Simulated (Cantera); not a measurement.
## Ignition delay

Mixture: CH₄ : O₂ : N₂ : H₂O = 1 : 1.33 : 5.01 : 0.75 (molar parts), equivalence ratio 1.5, at 101000 Pa, adiabatic and at constant volume. Ignition delay is the time to a rise of 400 K.

Computed with Cantera and GRI-Mech 3.0 (53 species, 325 reactions).

| T0 (K) | delay (ms) |
|---|---|
| 1200 | 67.2 |
| 1275 | 24.4 |
| 1350 | 9.39 |
| 1425 | 3.80 |
| 1500 | 1.62 |
| 1575 | 0.742 |
| 1650 | 0.368 |
| 1725 | 0.197 |

apparent activation energy between 1575 and 1725 K: 200 kJ/mol
